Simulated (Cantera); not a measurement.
An adiabatic, constant-pressure homogeneous reactor starts with CH₄ : C₂H₆ : O₂ : N₂ = 1 : 0.078 : 3.73 : 14 (molar parts), at 1750 K and 1.30 bar. Integrator tolerance rtol = 1e-08.

Detailed kinetics in Cantera: GRI-Mech 3.0 (53 species, 325 reactions).

```json
[
 {"quantity": "time of steepest temperature rise", "before": "41.4 µs", "after": "50.2 µs"},
 {"quantity": "temperature at 0.200 s", "before": "2669 K", "after": "2655 K"},
 {"quantity": "equilibrium temperature", "before": "2669 K", "after": "2655 K"},
 {"quantity": "x(CH₄) at 0.200 s", "before": "<1e-12 (gas-phase equilibrium <1e-12)", "after": "<1e-12 (gas-phase equilibrium <1e-12)"},
 {"quantity": "x(C₂H₆) at 0.200 s", "before": "<1e-12 (gas-phase equilibrium <1e-12)", "after": "<1e-12 (gas-phase equilibrium <1e-12)"},
 {"quantity": "x(O₂) at 0.200 s", "before": "0.0692 (gas-phase equilibrium 0.0692)", "after": "0.0694 (gas-phase equilibrium 0.0694)"},
 {"quantity": "x(HO₂) at 0.200 s", "before": "1.01e-5 (gas-phase equilibrium 1.01e-5)", "after": "9.19e-6 (gas-phase equilibrium 9.19e-6)"},
 {"quantity": "x(C₂H₂) at 0.200 s", "before": "<1e-12 (gas-phase equilibrium <1e-12)", "after": "<1e-12 (gas-phase equilibrium <1e-12)"},
 {"quantity": "x(NO) at 0.200 s", "before": "0.0167 (gas-phase equilibrium 0.0167)", "after": "0.0164 (gas-phase equilibrium 0.0164)"},
 {"quantity": "x(HCN) at 0.200 s", "before": "8.65e-11 (gas-phase equilibrium 8.65e-11)", "after": "7.77e-11 (gas-phase equilibrium 7.77e-11)"}
]
```

### Question
What was changed between the two runs?
(A) initial temperature 1750 to 1123 K
(B) initial temperature 1750 to 1250 K
(C) C2H6 0.078 to 0.028 parts
(D) pressure from 1.30 bar to 1.01 bar

### Answer
D, pressure from 1.30 bar to 1.01 bar
